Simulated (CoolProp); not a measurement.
Vapour-liquid equilibrium of propylene (1) + R114 (2) at 304.1 K; x and y are mole fractions of (1).

The numbers come from the multi-fluid Helmholtz-energy mixture model, Lemmon 2013 and Platzer 1990; pair parameters Bell 2016 in CoolProp. This equation is an older, rougher fit; its heat capacities, sound speeds and derivatives of the liquid may be far off and weren't checked against measurements.

| x | bubble pressure (MPa) | y at the bubble point | dew pressure at overall composition x (MPa) | liquid density (mol/L) |
|---|---|---|---|---|
| 0.05 | 0.3258 | 0.229 | 0.2708 | 8.527 |
| 0.2 | 0.5242 | 0.568 | 0.3156 | 8.913 |
| 0.35 | 0.7051 | 0.717 | 0.3775 | 9.325 |
| 0.5 | 0.8640 | 0.804 | 0.4682 | 9.773 |
| 0.65 | 1.007 | 0.866 | 0.6118 | 10.27 |
| 0.8 | 1.144 | 0.921 | 0.8560 | 10.84 |
| 0.95 | 1.286 | 0.979 | 1.216 | 11.52 |

No azeotrope shows between x = 0.05 and 0.95.

Pair parameters are fitted to limited data, so mixtures are less certain than the pure fluids.
